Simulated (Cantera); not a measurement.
## Thermodynamics of halide evaporation, hydrolysis and transport, feed FeCl2 + H2O + N2

Input: 1 mol FeCl2, 3.3 mol H2O, 44 mol N2, equilibrated at 0.0360 bar.

Method: chemical equilibrium by Gibbs-energy minimisation in Cantera with the NASA 1993 tables (ideal gas, pure condensed phases). Candidate condensed phases: Fe, FeCl2, FeCl3, FeO, Fe(OH)2, Fe(OH)3, Fe2O3, Fe3O4, H2O, NH4Cl; 37 gas species. Mutual solubility and eutectic melting of coexisting phases are not modelled. The tables' stoichiometric FeO is somewhat more stable than real wüstite, so its field is too wide. FeO: taken at fixed stoichiometry. Condensed phases not in the tables: FeOCl. Equilibrium is a limit: real reactors are often held back by kinetics, nucleation or transport.

At 552 °C the condensed part is Fe3O4(s). From 702 °C to 1302 °C the condensed part is FeO(s) + Fe3O4(s). From 1452 °C to 1902 °C the condensed part is FeO(l). The main Fe-bearing gas is FeCl2 throughout. The share of Fe in condensed phases is highest at 552 °C (98.9 %) and lowest at 1902 °C (47.3 %).

```json
[
 {"T (°C)": "552", "x N2": "0.911", "x H2O": "0.0410", "x HCl": "0.0409", "x FeCl2": "0.000230", "n Fe3O4(s)": "0.330", "n FeO(s)": "0", "n FeO(l)": "0"},
 {"T (°C)": "702", "x N2": "0.911", "x H2O": "0.0444", "x HCl": "0.0396", "x FeCl2": "0.000914", "n Fe3O4(s)": "0.198", "n FeO(s)": "0.363", "n FeO(l)": "0"},
 {"T (°C)": "852", "x N2": "0.911", "x H2O": "0.0473", "x HCl": "0.0373", "x FeCl2": "0.00206", "n Fe3O4(s)": "0.114", "n FeO(s)": "0.557", "n FeO(l)": "0"},
 {"T (°C)": "1002", "x N2": "0.911", "x H2O": "0.0495", "x HCl": "0.0344", "x FeCl2": "0.00349", "n Fe3O4(s)": "0.0767", "n FeO(s)": "0.602", "n FeO(l)": "0"},
 {"T (°C)": "1152", "x N2": "0.911", "x H2O": "0.0514", "x HCl": "0.0316", "x FeCl2": "0.00489", "n Fe3O4(s)": "0.0555", "n FeO(s)": "0.597", "n FeO(l)": "0"},
 {"T (°C)": "1302", "x N2": "0.911", "x H2O": "0.0529", "x HCl": "0.0290", "x FeCl2": "0.00609", "n Fe3O4(s)": "0.0388", "n FeO(s)": "0.589", "n FeO(l)": "0"},
 {"T (°C)": "1452", "x N2": "0.910", "x H2O": "0.0539", "x HCl": "0.0272", "x FeCl2": "0.00672", "n Fe3O4(s)": "0", "n FeO(s)": "0", "n FeO(l)": "0.675"},
 {"T (°C)": "1602", "x N2": "0.909", "x H2O": "0.0533", "x HCl": "0.0259", "x FeCl2": "0.00693", "n Fe3O4(s)": "0", "n FeO(s)": "0", "n FeO(l)": "0.662"},
 {"T (°C)": "1752", "x N2": "0.907", "x H2O": "0.0517", "x HCl": "0.0243", "x FeCl2": "0.00690", "n Fe3O4(s)": "0", "n FeO(s)": "0", "n FeO(l)": "0.637"},
 {"T (°C)": "1902", "x N2": "0.899", "x H2O": "0.0487", "x HCl": "0.0222", "x FeCl2": "0.00650", "n Fe3O4(s)": "0", "n FeO(s)": "0", "n FeO(l)": "0.473"}
]
```
x: gas mole fraction; n: condensed amount in mol.
